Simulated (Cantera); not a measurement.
Source: NASA polynomial tables (part measured, part estimated), evaluated in Cantera. Values are per mole of reaction as written; species without (g) are pure solids or liquids, kept so even where they would boil at 1 bar. TaC: taken at fixed stoichiometry.

Q: Between 873 and 1473 K, where is each reaction favourable under standard conditions?
- 2 TaC + 2 H(g) → 2 Ta + C2H2(g)

A: 
- 2 TaC + 2 H(g) → 2 Ta + C2H2(g): ΔG° is 115 kJ at 873 K and 151 kJ at 1473 K; it stays positive (K < 1). ΔH° is 56 kJ and ΔS° -64 J/K at 1473 K.
